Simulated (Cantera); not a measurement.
An adiabatic, constant-pressure homogeneous reactor starts with CO : H2 : O2 : N2 = 1 : 0.18 : 0.776 : 2.92 (molar parts), equivalence ratio 0.76, at 1350 K and 1.09 atm. Integrator tolerance rtol = 1e-08.

Cantera simulation using GRI-Mech 3.0 (53 species, 325 reactions); the numbers are that mechanism's predictions, not measurements.

Problem. What does this change do: H2 0.18 to 0.08 parts?

Solution. 
```csv
quantity,before,after
time of steepest temperature rise,41.1 µs,58.4 µs
temperature at 0.200 s,2652 K,2623 K
equilibrium temperature,2652 K,2623 K
x(CO) at 0.200 s,0.0539 (gas-phase equilibrium 0.0539),0.0466 (gas-phase equilibrium 0.0466)
x(H2) at 0.200 s,0.00159 (gas-phase equilibrium 0.00159),0.000564 (gas-phase equilibrium 0.000564)
x(O2) at 0.200 s,0.0574 (gas-phase equilibrium 0.0574),0.0660 (gas-phase equilibrium 0.0660)
x(NO2) at 0.200 s,5.90e-6 (gas-phase equilibrium 5.90e-6),6.73e-6 (gas-phase equilibrium 6.73e-6)
x(NO) at 0.200 s,0.0141 (gas-phase equilibrium 0.0141),0.0146 (gas-phase equilibrium 0.0146)
```
